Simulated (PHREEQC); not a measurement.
0.46 g of hydrous ferric oxide (600 m²/g; 0.2 weak and 0.005 strong sites per Fe, Dzombak-Morel constants, diffuse double layer) in 1 kg of water with 0.3 mol/kgw of an inert sodium salt and 5.4e-05 mol/kgw NiCl2, at 25 °C; the pH is set by adding NaOH or the inert anion's acid. Oxygen is held at 0.21 atm. The system is closed to CO2. Nothing may precipitate in this run.

The series has 17 steps of pH, from 3 to 11.

All values are PHREEQC results (ion-association model, wateq4f.dat), not measurements.

**Question.** Near which pH is half of the Ni sorbed, and on which side is more sorbed?

**Answer.** Near pH 6.6, with more sorbed at higher pH.

Species that the database lacks are ignored. The oxide is taken as insoluble; below pH 4 it would dissolve.
